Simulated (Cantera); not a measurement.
A perfectly stirred reactor is fed with CH4 : O2 : N2 = 1 : 1.11 : 6.4 (molar parts), equivalence ratio 1.8, at 1.20 bar; it is adiabatic with a 375 K inlet, and is followed from long to short residence time, starting on the burning branch (τ in s: 0.17, 0.074, 0.033, 0.015, 0.0066, 0.003, 0.0013, 0.00059, 0.00026, 0.00012, 5.2e-05, 2.3e-05, 1e-05).

Model: GRI-Mech 3.0 (53 species, 325 reactions), integrated in Cantera.

x: mole fraction; the columns are a selection and need not sum to one.

| τ (s) | T (K) | x CH4 | x O2 | x HCN | x C2H4 | x C2H | x H2O2 |
|---|---|---|---|---|---|---|---|
| 0.17 | 1526 | 0.0159 | 0.00325 | 3.42e-7 | 0.000654 | 5.58e-9 | ___ |
| 0.074 | 1499 | 0.0175 | 0.00597 | 2.21e-7 | 0.00110 | 4.92e-9 | ___ |
| 0.033 | 1422 | 0.0230 | 0.0145 | 3.77e-8 | 0.00227 | 1.58e-9 | ___ |
| 0.015 | 375 | 0.118 | 0.130 | <1e-12 | <1e-12 | <1e-12 | <1e-12 |
| 0.0066 | 375 | 0.118 | 0.130 | <1e-12 | <1e-12 | <1e-12 | <1e-12 |
| 0.0030 | 375 | 0.118 | 0.130 | <1e-12 | <1e-12 | <1e-12 | <1e-12 |
| 0.0013 | 375 | 0.118 | 0.130 | <1e-12 | <1e-12 | <1e-12 | <1e-12 |
| 0.00059 | 375 | 0.118 | 0.130 | <1e-12 | <1e-12 | <1e-12 | <1e-12 |
| 0.00026 | 375 | 0.118 | 0.130 | <1e-12 | <1e-12 | <1e-12 | <1e-12 |
| 0.00012 | 375 | 0.118 | 0.130 | <1e-12 | <1e-12 | <1e-12 | <1e-12 |
| 5.2e-5 | 375 | 0.118 | 0.130 | <1e-12 | <1e-12 | <1e-12 | <1e-12 |
| 2.3e-5 | 375 | 0.118 | 0.130 | <1e-12 | <1e-12 | <1e-12 | <1e-12 |
| 1.0e-5 | 375 | 0.118 | 0.130 | <1e-12 | <1e-12 | <1e-12 | <1e-12 |

Q: What belongs in the gaps?

A: 
- 0.17, x H2O2: 1.71e-8
- 0.074, x H2O2: 3.94e-8
- 0.033, x H2O2: 1.71e-7
